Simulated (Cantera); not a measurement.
An isothermal, constant-pressure homogeneous reactor starts with CH4 : CO2 = 1 : 3.8 (molar parts), at 2198 K and 390000 Pa.

Computed with Cantera and GRI-Mech 3.0 (53 species, 325 reactions).

One state of this run: x CH4 = 3.92e-10; x CO2 = 0.209; x OH = 0.000264; x C2H6 = <1e-12; x H = 0.000858. x: mole fraction; the columns are a selection and need not sum to one.

**Question.** Which value of t (s) does it belong to?
A. 0.000159
B. 0.000475
C. 0.0126
D. 5.34e-5

**Answer.** C, 0.0126
